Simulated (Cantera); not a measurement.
A perfectly stirred reactor is fed with H2 : O2 : N2 = 1.7 : 1 : 10 (molar parts), equivalence ratio 0.85, at 143 Torr; it is held at 1400 K, and followed from long to short residence time.

Detailed kinetics in Cantera: the H2/O2 subset of GRI-Mech 3.0, which has no nitrogen chemistry. The temperature is held fixed by assumption; the heat of reaction is taken as removed at once.

x: mole fraction; the columns are a selection and need not sum to one.

```json
[
 {"τ (s)": "1.4", "x H2": "0.000667", "x O2": "0.0128", "x HO2": "?", "x H2O": "0.142", "x H": "0.000134", "x O": "0.000116"},
 {"τ (s)": "0.50", "x H2": "0.00128", "x O2": "0.0130", "x HO2": "?", "x H2O": "0.141", "x H": "0.000363", "x O": "0.000230"},
 {"τ (s)": "0.18", "x H2": "0.00237", "x O2": "0.0135", "x HO2": "?", "x H2O": "0.140", "x H": "0.000942", "x O": "0.000446"},
 {"τ (s)": "0.063", "x H2": "0.00423", "x O2": "0.0145", "x HO2": "?", "x H2O": "0.137", "x H": "0.00237", "x O": "0.000869"},
 {"τ (s)": "0.022", "x H2": "0.00706", "x O2": "0.0161", "x HO2": "?", "x H2O": "0.131", "x H": "0.00554", "x O": "0.00166"},
 {"τ (s)": "0.0079", "x H2": "0.0107", "x O2": "0.0185", "x HO2": "?", "x H2O": "0.123", "x H": "0.0115", "x O": "0.00300"},
 {"τ (s)": "0.0028", "x H2": "0.0150", "x O2": "0.0217", "x HO2": "?", "x H2O": "0.112", "x H": "0.0215", "x O": "0.00516"}
]
```

Task: What belongs in the gaps?

Result: 
- 1.4, x HO2: 9.04e-7
- 0.50, x HO2: 1.22e-6
- 0.18, x HO2: 1.51e-6
- 0.063, x HO2: 1.79e-6
- 0.022, x HO2: 2.06e-6
- 0.0079, x HO2: 2.35e-6
- 0.0028, x HO2: 2.67e-6
